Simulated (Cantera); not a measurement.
**Ca(OH)2 + H2 + CO2 (calcination and drying)**

Input: 1 mol Ca(OH)2, 1.7 mol H2, 0.028 mol CO2, at 1225 K and 0.0290 bar.

Method: chemical equilibrium by Gibbs-energy minimisation in Cantera with the NASA 1993 tables (ideal gas, pure condensed phases). Candidate condensed phases: C, C6H6, C7H8, C8H18, Ca, CaCO3, CaO, Ca(OH)2, H2O; 115 gas species. Kinetics and transport are ignored.

```yaml
x(H2): 0.616
x(H2O): 0.374
x(CO): 0.00726
x(CO2): 0.00300
x(H): 1.44e-6
n(CaO(s)): 1.00 mol
gas_amount: 2.728 mol
log10 activity of C(graphite) (absent): -5.17
log10 activity of Ca(l) (absent): -13.68
```
